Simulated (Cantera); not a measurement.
Charge: 1 mol Si₃N₄, 0.6 mol CO₂, 26 mol H₂, held at 0.0113 Torr.

Method: chemical equilibrium by Gibbs-energy minimisation in Cantera with the NASA 1993 tables (ideal gas, pure condensed phases). Candidate condensed phases: C, C₆H₆, C₇H₈, C₈H₁₈, H₂O, Si, SiC, SiO₂, Si₂N₂O, Si₃N₄; 151 gas species. Mutual solubility and eutectic melting of coexisting phases are not modelled. Rates play no part.

x: gas mole fraction; n: condensed amount in mol.

```
T (°C)   x H₂    x N₂     x SiO       x H  x CO      x Si     x SiH  n SiC(s)  n Si₂N₂O(s)  n Si₃N₄(s)  n Si(s)
------  -----  ------  --------  --------  ----  --------  --------  --------  -----------  ----------  -------
875     0.970  0.0299   1.71e-7   1.82e-5     ?  6.30e-10  5.11e-11     0.600         1.20           0        0
925     0.970  0.0298   2.19e-6   4.83e-5     ?   1.31e-8  7.61e-10     0.600         1.20           0        0
975     0.970  0.0299   2.28e-5  0.000119     ?   2.14e-7   9.11e-9     0.600         1.20    0.000235        0
1025    0.969  0.0300  0.000203  0.000272     ?   2.71e-6   8.67e-8     0.600         1.19           0  0.00557
1075    0.963  0.0329   0.00320  0.000586     ?   1.25e-5   3.07e-7     0.599         1.11           0   0.0897
1125    0.916  0.0553    0.0266   0.00117     ?   5.20e-5   9.70e-7     0.586        0.433           0    0.793
1175    0.888  0.0684    0.0401   0.00224     ?  0.000195   2.85e-6     0.574            0           0     1.25
1225    0.886  0.0683    0.0399   0.00418     ?  0.000669   7.89e-6     0.568            0           0     1.24
```

### Question
What belongs in the gaps?

### Answer

- 875, x CO: 3.30e-7
- 925, x CO: 6.50e-7
- 975, x CO: 1.21e-6
- 1025, x CO: 2.38e-6
- 1075, x CO: 4.70e-5
- 1125, x CO: 0.000484
- 1175, x CO: 0.000895
- 1225, x CO: 0.00107
